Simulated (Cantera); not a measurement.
A perfectly stirred reactor is fed with 45.5 % C2H6, 54.5 % N2, at 0.454 atm; it is held at 1275 K, and followed from long to short residence time.

Detailed kinetics in Cantera: GRI-Mech 3.0 (53 species, 325 reactions). GRI-Mech 3.0 stops at C3 and has no aromatics, soot or wall deposition, so with more carbon than oxygen in the feed, carbon stays in small species such as C2H2 where larger ones or solid carbon would form.

x: mole fraction; the columns are a selection and need not sum to one.

```
τ (s)    x C2H6    x H2   x C2H2     x CH2   x CH4  x C2H4
------  -------  ------  -------  --------  ------  ------
0.68    0.00519   0.320    0.125  3.14e-10  0.0879   0.115
0.32    0.00836   0.315    0.113  4.73e-10  0.0823   0.130
0.15     0.0141   0.303   0.0961  7.26e-10  0.0781   0.150
0.073    0.0243   0.285   0.0759       [?]  0.0742   0.171
0.035    0.0435   0.261   0.0534       [?]  0.0686   0.189
0.016    0.0820   0.228   0.0316       [?]  0.0587   0.194
0.0078    0.142   0.188   0.0168       [?]  0.0452   0.176
0.0037    0.227   0.136  0.00745       [?]  0.0292   0.135
0.0018    0.311  0.0855  0.00289       [?]  0.0165  0.0871
```

**Question.** Complete the blanks.

**Answer.** 
- 0.073, x CH2: 1.10e-9
- 0.035, x CH2: 1.66e-9
- 0.016, x CH2: 2.52e-9
- 0.0078, x CH2: 3.50e-9
- 0.0037, x CH2: 4.57e-9
- 0.0018, x CH2: 5.35e-9
